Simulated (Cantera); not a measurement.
Charge: 1 mol Si(CH3)4, 0.0048 mol C3H8, 330 mol H2, equilibrated at 2000 °C and 33.0 mbar.

These are equilibrium values from Cantera (NASA tables, ideal gas, pure condensed phases), not measurements of a reactor. Gases not in the tables: Si2H6 and higher silanes. Equilibrium is a limit: real reactors are often held back by kinetics, nucleation or transport.

| species | before | after |
|---|---|---|
| H2 | 0.949 | 0.917 |
| H | 0.0450 | 0.0744 |
| C2H2 (acetylene) | 0.00358 | 0.00528 |
| Si | 0.00219 | 0.00223 |
| C2H | 7.16e-6 | 2.32e-5 |
| Si2C | 0.000121 | 5.17e-5 |
| C4H2 | 5.51e-6 | 1.25e-5 |
| SiH2 | 3.89e-5 | 2.43e-5 |
| SiC2 | 0.000275 | 0.000367 |
| SiH | 0.000149 | 0.000125 |
| C(graphite), mol | 1.30 | 0 |
Gas species are given as mole fractions.

Problem. Which change was made?
(A) pressure from 33.0 mbar to 10.0 mbar
(B) temperature from 2000 °C to 2102 °C
(C) temperature from 2000 °C to 977 °C
(D) Si(CH3)4 replaced by SiH4

Solution. B, temperature from 2000 °C to 2102 °C
